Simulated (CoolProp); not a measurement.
Values from CoolProp's reference Helmholtz-energy equation of state, Thol 2019.

Question: Give the vapour pressure (bar), liquid density (kg/m³), vapour Z, vapour viscosity (µPa s) of saturated n-pentane at 314.6, 339.3 K.

Answer: 
| T (K) | p (bar) | liquid density (kg/m³) | vapour Z | vapour viscosity (µPa s) |
|---|---|---|---|---|
| 314.6 | 1.21 | 604 | 0.950 | 7.01 |
| 339.3 | 2.55 | 578 | 0.916 | 7.45 |

Viscosity comes from a separate model (Quiñones-Cisneros 2006), older than the equation that it now runs on, and unchecked against measurements.
